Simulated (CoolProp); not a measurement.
A single-stage vapour-compression cycle with the fluid: evaporating at 195.15 K (dew point), condensing at 237.15 K (bubble point), superheat 0 K, subcooling 8 K, compressor efficiency 0.9, no pressure losses. The same conditions are run with several fluids, on thermodynamics alone (safety and materials aside).

Model: reference Helmholtz-energy equation of state of each fluid (R143a: Lemmon and Jacobsen 2000; CH3F (R41): Lemmon 2006; R125: Lemmon 2005; carbonyl sulfide: Lemmon 2006; R22: Kamei 1995; hydrogen chloride: Thol 2018), in CoolProp.

```json
[
 {"fluid": "R143a", "cooling COP": "3.73", "pressure ratio": "9.32", "discharge temperature (K)": "267.8", "refrigerating effect (kJ/kg)": "203", "volumetric capacity (kJ/m³)": "192"},
 {"fluid": "CH3F (R41)", "cooling COP": "3.52", "pressure ratio": "6.43", "discharge temperature (K)": "310.9", "refrigerating effect (kJ/kg)": "415", "volumetric capacity (kJ/m³)": "940"},
 {"fluid": "R125", "cooling COP": "3.72", "pressure ratio": "9.96", "discharge temperature (K)": "256.3", "refrigerating effect (kJ/kg)": "142", "volumetric capacity (kJ/m³)": "190"},
 {"fluid": "carbonyl sulfide", "cooling COP": "3.59", "pressure ratio": "8.27", "discharge temperature (K)": "320.0", "refrigerating effect (kJ/kg)": "287", "volumetric capacity (kJ/m³)": "242"},
 {"fluid": "R22", "cooling COP": "3.66", "pressure ratio": "10.6", "discharge temperature (K)": "299.2", "refrigerating effect (kJ/kg)": "219", "volumetric capacity (kJ/m³)": "141"},
 {"fluid": "hydrogen chloride", "cooling COP": "3.43", "pressure ratio": "5.95", "discharge temperature (K)": "336.3", "refrigerating effect (kJ/kg)": "378", "volumetric capacity (kJ/m³)": "1310"}
]
```
